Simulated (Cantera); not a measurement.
A perfectly stirred reactor is fed with N2O : N2 = 1 : 0.88 (molar parts), at 750 Torr; it is held at 1173 K, and followed from long to short residence time.

Model: GRI-Mech 3.0 (53 species, 325 reactions), integrated in Cantera. GRI-Mech 3.0 was tuned for natural gas; its chemistry of N2O as a main component is partial and can be far from experiment. The mechanism lacks the step 2 NO + O2 → 2 NO2, which can matter for NO2 below about 1400 K. The temperature is held fixed by assumption; the heat of reaction is taken as removed at once.

| quantity | before | after |
|---|---|---|
| x(N2O) at τ = 21.0 s | 0.0731 | 0.00130 |
| x(N2) at τ = 21.0 s | 0.736 | 0.782 |
| x(NO) at τ = 21.0 s | 0.0183 | 0.0139 |
| x(NO2) at τ = 21.0 s | 0.000218 | 9.45e-5 |
| x(O) at τ = 21.0 s | 4.17e-7 | 3.35e-6 |
| x(N2O) at τ = 46.0 ms | 0.522 | 0.216 |
| x(N2) at τ = 46.0 ms | 0.474 | 0.635 |
| x(NO) at τ = 46.0 ms | 0.000765 | 0.0475 |
| x(NO2) at τ = 46.0 ms | 6.26e-6 | 0.000331 |
| x(O) at τ = 46.0 ms | 1.11e-6 | 3.11e-5 |

What was changed between the two runs?
A. temperature 1173 to 1448 K
B. N2 0.88 to 0.41 parts
C. temperature 1173 to 1375 K
D. pressure from 750 Torr to 10.00 Torr

A, temperature 1173 to 1448 K
